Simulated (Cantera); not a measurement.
Input (Python, Cantera) and output of one run.

```python
import numpy as np
import cantera as ct

gas_names = """
    C CO CO2 C2 C2O C3 C3O2 C4 C5 Mg MgO Mg2 O O2 O3
""".split()
cond_names = """
    C(gr) Mg(cr) Mg(L) MgCO3(s) MgO(s) MgO(L)
""".split()


# ... load() reads the species with a 1 bar reference pressure and builds the phases ...
atoms = {
    'MgO': {'Mg': 1, 'O': 1},
    'CO': {'C': 1, 'O': 1},
}
top_T = {'C(gr)': 4500}  # K; cautious upper limits of use, not melting points


# ... equilibrate(T, P, feed) seeds the gas with the atoms and calls Mixture.equilibrate('TP', solver="vcs", rtol=1e-11, max_steps=5000) ...
results = []
feed = {'MgO': 1, 'CO': 9.7}  # mol
P = 25000  # Pa
for T in [1975, 2025, 2075, 2125, 2175, 2225, 2275, 2325, 2375, 2425, 2475]:
    mix = equilibrate(T, P, feed)
    results.append((T, P, feed, dict(zip(mix.species_names, mix.species_moles))))
    x = sorted(zip(gas.X, gas.species_names), reverse=True)
    print(f"T = {T:g} K  P = {P:g} Pa  gas = {mix.phase_moles(0):.4g} mol")
    print("   x: " + "  ".join(f"{s} {v:.3e}" for v, s in x if v > 1e-06))
    print("   condensed (mol): " + ("  ".join(f"{mix.phase(i).name} {mix.phase_moles(i):.4g}"
          for i in range(1, mix.n_phases) if mix.phase_moles(i) > 1e-12) or "none"))
```

It prints:

```
T = 1975 K  P = 25000 Pa  gas = 9.73 mol
   x: CO 9.939e-01  Mg 3.061e-03  CO2 3.061e-03
   condensed (mol): MgO(s) 0.9702
T = 2025 K  P = 25000 Pa  gas = 9.742 mol
   x: CO 9.914e-01  Mg 4.284e-03  CO2 4.284e-03
   condensed (mol): MgO(s) 0.9583
T = 2075 K  P = 25000 Pa  gas = 9.758 mol
   x: CO 9.882e-01  Mg 5.895e-03  CO2 5.895e-03
   condensed (mol): MgO(s) 0.9425
T = 2125 K  P = 25000 Pa  gas = 9.778 mol
   x: CO 9.840e-01  Mg 7.983e-03  CO2 7.983e-03
   condensed (mol): MgO(s) 0.9219
T = 2175 K  P = 25000 Pa  gas = 9.804 mol
   x: CO 9.787e-01  Mg 1.065e-02  CO2 1.065e-02  MgO 1.947e-06
   condensed (mol): MgO(s) 0.8956
T = 2225 K  P = 25000 Pa  gas = 9.838 mol
   x: CO 9.720e-01  Mg 1.401e-02  CO2 1.401e-02  MgO 4.377e-06  O 1.303e-06
   condensed (mol): MgO(s) 0.8621
T = 2275 K  P = 25000 Pa  gas = 9.88 mol
   x: CO 9.636e-01  Mg 1.818e-02  CO2 1.818e-02  MgO 9.487e-06  O 3.209e-06
   condensed (mol): MgO(s) 0.8203
T = 2325 K  P = 25000 Pa  gas = 9.932 mol
   x: CO 9.534e-01  Mg 2.330e-02  CO2 2.329e-02  MgO 1.988e-05  O 7.611e-06
   condensed (mol): MgO(s) 0.7684
T = 2375 K  P = 25000 Pa  gas = 9.995 mol
   x: CO 9.410e-01  Mg 2.950e-02  CO2 2.948e-02  MgO 4.034e-05  O 1.742e-05  O2 1.321e-06
   condensed (mol): MgO(s) 0.7048
T = 2425 K  P = 25000 Pa  gas = 10.07 mol
   x: CO 9.261e-01  Mg 3.691e-02  CO2 3.687e-02  MgO 7.945e-05  O 3.857e-05  O2 3.795e-06
   condensed (mol): MgO(s) 0.6274
T = 2475 K  P = 25000 Pa  gas = 10.17 mol
   x: CO 9.085e-01  Mg 4.569e-02  CO2 4.558e-02  MgO 1.522e-04  O 8.281e-05  O2 1.047e-05
   condensed (mol): MgO(s) 0.534
```

Cantera equilibrium calculation (NASA polynomials, part measured and part estimated; ideal gas, pure solids and liquids).
